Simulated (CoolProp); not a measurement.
Octamethyltrisiloxane (MDM) along the isotherm 575 K: fugacity coefficient from the reference equation and from simpler models built on Tc = 565.4 K, pc = 1438 kPa, ω = 0.528; each cubic takes its own stable root.

Computed with CoolProp (reference Helmholtz-energy equation of state, Thol 2017).

```json
[
 {"p (kPa)": "180", "phase": "gas", "reference": "0.9611", "van der Waals": "0.9644", "Soave-Redlich-Kwong": "0.9603", "Peng-Robinson": "0.9558"},
 {"p (kPa)": "359", "phase": "gas", "reference": "0.9227", "van der Waals": "0.9292", "Soave-Redlich-Kwong": "0.9215", "Peng-Robinson": "0.9129"},
 {"p (kPa)": "539", "phase": "gas", "reference": "0.8842", "van der Waals": "0.8939", "Soave-Redlich-Kwong": "0.8829", "Peng-Robinson": "?"},
 {"p (kPa)": "719", "phase": "gas", "reference": "0.8458", "van der Waals": "0.8586", "Soave-Redlich-Kwong": "0.8448", "Peng-Robinson": "0.8294"},
 {"p (kPa)": "898", "phase": "gas", "reference": "0.8076", "van der Waals": "0.8232", "Soave-Redlich-Kwong": "0.8071", "Peng-Robinson": "0.7891"},
 {"p (kPa)": "1080", "phase": "gas", "reference": "0.7684", "van der Waals": "0.7868", "Soave-Redlich-Kwong": "0.7689", "Peng-Robinson": "0.7485"},
 {"p (kPa)": "1260", "phase": "gas", "reference": "0.7289", "van der Waals": "?", "Soave-Redlich-Kwong": "0.7308", "Peng-Robinson": "0.7086"},
 {"p (kPa)": "1440", "phase": "supercritical", "reference": "0.6881", "van der Waals": "0.7106", "Soave-Redlich-Kwong": "?", "Peng-Robinson": "0.6683"},
 {"p (kPa)": "1620", "phase": "supercritical", "reference": "0.6440", "van der Waals": "0.6637", "Soave-Redlich-Kwong": "0.6501", "Peng-Robinson": "0.6259"},
 {"p (kPa)": "1800", "phase": "supercritical", "reference": "0.5967", "van der Waals": "0.6182", "Soave-Redlich-Kwong": "0.6059", "Peng-Robinson": "?"},
 {"p (kPa)": "1980", "phase": "supercritical", "reference": "0.5555", "van der Waals": "0.5802", "Soave-Redlich-Kwong": "0.5671", "Peng-Robinson": "0.5433"},
 {"p (kPa)": "2160", "phase": "supercritical", "reference": "0.5206", "van der Waals": "?", "Soave-Redlich-Kwong": "0.5340", "Peng-Robinson": "0.5103"}
]
```

Question: Complete the blanks.

Answer: 
- 539, Peng-Robinson: 0.8708
- 1260, van der Waals: 0.7498
- 1440, Soave-Redlich-Kwong: 0.6918
- 1800, Peng-Robinson: 0.5819
- 2160, van der Waals: 0.5481
